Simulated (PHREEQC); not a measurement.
A column of 0.5 m (40 cells, dispersivity 0.04 m, 300 s a shift, diffusion coefficient 3e-10 m²/s) holds 0.0093 eq of the database's cation exchanger X per kg of pore water, first in equilibrium with 0.00087 mol ZnSO4, 0.042 mol LiCl, 0.0078 mol MgCl2 and 1e-05 mol HCl per kg of water. It is flushed with 0.34 mmol/kgw ZnSO4, 2.4 mmol/kgw MgCl2 and 0.01 mmol/kgw HCl, at 15 °C. Values are for the last cell. The system is closed to CO2. Nothing may precipitate in this run.

Base run: PHREEQC, ion-association model, phreeqc.dat. Each further column changes one thing. The table gives Li in solution (mol/kgw).

```json
[
 {"pore volumes": "0", "base": "0.0420", "exchange capacity from 0.0093 to 0.0046 eq/kgw": "0.0420", "dispersivity from 0.04 to 0.08 m": "0.0420"},
 {"pore volumes": "0.6125", "base": "0.0368", "exchange capacity from 0.0093 to 0.0046 eq/kgw": "0.0366", "dispersivity from 0.04 to 0.08 m": "0.0326"},
 {"pore volumes": "1.012", "base": "0.0187", "exchange capacity from 0.0093 to 0.0046 eq/kgw": "0.0180", "dispersivity from 0.04 to 0.08 m": "0.0175"},
 {"pore volumes": "1.613", "base": "0.00399", "exchange capacity from 0.0093 to 0.0046 eq/kgw": "0.00354", "dispersivity from 0.04 to 0.08 m": "0.00572"},
 {"pore volumes": "2.212", "base": "0.000682", "exchange capacity from 0.0093 to 0.0046 eq/kgw": "0.000551", "dispersivity from 0.04 to 0.08 m": "0.00177"},
 {"pore volumes": "2.812", "base": "0.000106", "exchange capacity from 0.0093 to 0.0046 eq/kgw": "7.91e-5", "dispersivity from 0.04 to 0.08 m": "0.000540"},
 {"pore volumes": "3.212", "base": "3.02e-5", "exchange capacity from 0.0093 to 0.0046 eq/kgw": "…", "dispersivity from 0.04 to 0.08 m": "0.000244"},
 {"pore volumes": "3.812", "base": "4.50e-6", "exchange capacity from 0.0093 to 0.0046 eq/kgw": "…", "dispersivity from 0.04 to 0.08 m": "7.40e-5"},
 {"pore volumes": "4.412", "base": "6.67e-7", "exchange capacity from 0.0093 to 0.0046 eq/kgw": "4.02e-7", "dispersivity from 0.04 to 0.08 m": "2.24e-5"},
 {"pore volumes": "5.013", "base": "9.85e-8", "exchange capacity from 0.0093 to 0.0046 eq/kgw": "5.49e-8", "dispersivity from 0.04 to 0.08 m": "6.80e-6"},
 {"pore volumes": "5.412", "base": "2.75e-8", "exchange capacity from 0.0093 to 0.0046 eq/kgw": "1.45e-8", "dispersivity from 0.04 to 0.08 m": "3.07e-6"},
 {"pore volumes": "6.013", "base": "4.05e-9", "exchange capacity from 0.0093 to 0.0046 eq/kgw": "…", "dispersivity from 0.04 to 0.08 m": "9.29e-7"}
]
```

Q: Fill in the missing entries.

A: 
- 3.212, exchange capacity from 0.0093 to 0.0046 eq/kgw: 2.13e-5
- 3.812, exchange capacity from 0.0093 to 0.0046 eq/kgw: 2.93e-6
- 6.013, exchange capacity from 0.0093 to 0.0046 eq/kgw: 1.98e-9
